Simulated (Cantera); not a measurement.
An adiabatic, constant-pressure homogeneous reactor starts with CH4 : O2 : N2 = 1 : 2.33 : 8.74 (molar parts), equivalence ratio 0.86, at 1775 K and 1.20 bar. Integrator tolerance rtol = 1e-08.

Detailed kinetics in Cantera: GRI-Mech 3.0 (53 species, 325 reactions).

Problem. What does this change do: initial temperature 1775 to 1150 K?

Solution. 
| quantity | before | after |
|---|---|---|
| time of steepest temperature rise | 0.111 ms | 74.8 ms |
| temperature at 3.00 s | 2803 K | 2550 K |
| equilibrium temperature | 2803 K | 2550 K |
| x(CH4) at 3.00 s | <1e-12 (gas-phase equilibrium <1e-12) | <1e-12 (gas-phase equilibrium <1e-12) |
| x(O2) at 3.00 s | 0.0349 (gas-phase equilibrium 0.0349) | 0.0297 (gas-phase equilibrium 0.0297) |
| x(NO) at 3.00 s | 0.0141 (gas-phase equilibrium 0.0141) | 0.00895 (gas-phase equilibrium 0.00895) |
| x(H) at 3.00 s | 0.00899 (gas-phase equilibrium 0.00899) | 0.00222 (gas-phase equilibrium 0.00222) |
| x(H2) at 3.00 s | 0.0140 (gas-phase equilibrium 0.0140) | 0.00601 (gas-phase equilibrium 0.00601) |
| x(HO2) at 3.00 s | 8.93e-6 (gas-phase equilibrium 8.93e-6) | 4.79e-6 (gas-phase equilibrium 4.79e-6) |
| x(CH2O) at 3.00 s | 2.30e-10 (gas-phase equilibrium 2.30e-10) | 4.76e-11 (gas-phase equilibrium 4.76e-11) |

Problem. What does this change do: 0.13 parts C2H6 added?

Solution. 
| quantity | before | after |
|---|---|---|
| time of steepest temperature rise | 0.111 ms | 33.6 µs |
| temperature at 3.00 s | 2803 K | 2856 K |
| equilibrium temperature | 2803 K | 2856 K |
| x(CH4) at 3.00 s | <1e-12 (gas-phase equilibrium <1e-12) | <1e-12 (gas-phase equilibrium <1e-12) |
| x(O2) at 3.00 s | 0.0349 (gas-phase equilibrium 0.0349) | 0.0184 (gas-phase equilibrium 0.0184) |
| x(NO) at 3.00 s | 0.0141 (gas-phase equilibrium 0.0141) | 0.0108 (gas-phase equilibrium 0.0108) |
| x(H) at 3.00 s | 0.00899 (gas-phase equilibrium 0.00899) | 0.0145 (gas-phase equilibrium 0.0145) |
| x(H2) at 3.00 s | 0.0140 (gas-phase equilibrium 0.0140) | 0.0253 (gas-phase equilibrium 0.0253) |
| x(HO2) at 3.00 s | 8.93e-6 (gas-phase equilibrium 8.93e-6) | 6.39e-6 (gas-phase equilibrium 6.39e-6) |
| x(CH2O) at 3.00 s | 2.30e-10 (gas-phase equilibrium 2.30e-10) | 6.66e-10 (gas-phase equilibrium 6.66e-10) |

Problem. What does this change do: initial temperature 1775 to 1050 K?

Solution. 
```tsv
quantity	before	after
time of steepest temperature rise	0.111 ms	0.361 s
temperature at 3.00 s	2803 K	2503 K
equilibrium temperature	2803 K	2503 K
x(CH4) at 3.00 s	<1e-12 (gas-phase equilibrium <1e-12)	<1e-12 (gas-phase equilibrium <1e-12)
x(O2) at 3.00 s	0.0349 (gas-phase equilibrium 0.0349)	0.0289 (gas-phase equilibrium 0.0289)
x(NO) at 3.00 s	0.0141 (gas-phase equilibrium 0.0141)	0.00816 (gas-phase equilibrium 0.00816)
x(H) at 3.00 s	0.00899 (gas-phase equilibrium 0.00899)	0.00165 (gas-phase equilibrium 0.00165)
x(H2) at 3.00 s	0.0140 (gas-phase equilibrium 0.0140)	0.00496 (gas-phase equilibrium 0.00496)
x(HO2) at 3.00 s	8.93e-6 (gas-phase equilibrium 8.93e-6)	4.19e-6 (gas-phase equilibrium 4.19e-6)
x(CH2O) at 3.00 s	2.30e-10 (gas-phase equilibrium 2.30e-10)	3.27e-11 (gas-phase equilibrium 3.27e-11)
```
